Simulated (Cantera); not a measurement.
A closed system holds: 1 mol CH2F2, 0.1 mol F2, equilibrated at 1330 Pa.

Equilibrium computed with Cantera from the NASA thermochemical tables; the gas is ideal and each condensed phase is pure. Candidate condensed phases: C, C6H6, C7H8, C8H18; 95 gas species. Gases not in the tables: C2F6 and larger saturated fluorocarbons. Kinetics and transport are ignored. All values below are at 1250 °C.

Base state: HF 0.976, CF4 0.0243, CF2 8.10e-5, F 2.91e-5 (mole fractions); condensed: C(graphite).

Task: What changes in the equilibrium state with this change: CH2F2 replaced by c-C4F8?

Result: 
| species | before | after |
|---|---|---|
| CF4 | 0.0243 | 0.999 |
| CF2 | 8.10e-5 | 0.000519 |
| CF3 | 7.48e-6 | 0.000121 |
| HF | 0.976 | 0 |
| F | 2.91e-5 | 7.37e-5 |
| C(graphite), mol | 0.950 | 1.95 |
The feed counts by its element totals alone.
